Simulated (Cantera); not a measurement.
A counterflow diffusion flame at 1.00 atm, nozzles 20 mm apart: fuel side 82.6 % CH4, 17.4 % N2 at 400 K, oxidiser side 22.0 % O2, 78.0 % N2 at 550 K, fuel mass flux 0.87 times the oxidiser's; mixture-averaged transport, no radiation.

Computed with Cantera and GRI-Mech 3.0 (53 species, 325 reactions). GRI-Mech 3.0 has no aromatics or soot, which form on the fuel side of real flames. The maximum strain rate includes the flame's own expansion and is several times the mean.

x: mole fraction; the columns are a selection and need not sum to one.

```
oxidiser flux (kg/m²/s)  max strain (1/s)  mean strain (1/s)  T max (K)  peak x OH  peak x H  peak x NO  peak x CO  peak x C2H2
-----------------------  ----------------  -----------------  ---------  ---------  --------  ---------  ---------  -----------
0.25                                  189               39.2       2163    0.00900   0.00443   0.000321     0.0591       0.0139
0.35                                  255               54.9       2149    0.00900   0.00465   0.000298     0.0581       0.0131
0.48                                  338               75.3       2136    0.00896   0.00484          ?     0.0573       0.0123
0.66                                  452                104       2123    0.00890   0.00503          ?     0.0568       0.0117
0.91                                  607                143       2109    0.00880   0.00521          ?     0.0563       0.0110
1.3                                   843                204       2089    0.00858   0.00535          ?     0.0560       0.0101
1.7                                  1080                267       2072    0.00832   0.00540          ?     0.0558      0.00929
2.4                                  1490                377       2044    0.00785   0.00536          ?     0.0558      0.00810
```

Question: What belongs in the gaps?

Answer: 
- 0.48, peak x NO: 0.000274
- 0.66, peak x NO: 0.000248
- 0.91, peak x NO: 0.000219
- 1.3, peak x NO: 0.000183
- 1.7, peak x NO: 0.000153
- 2.4, peak x NO: 0.000115
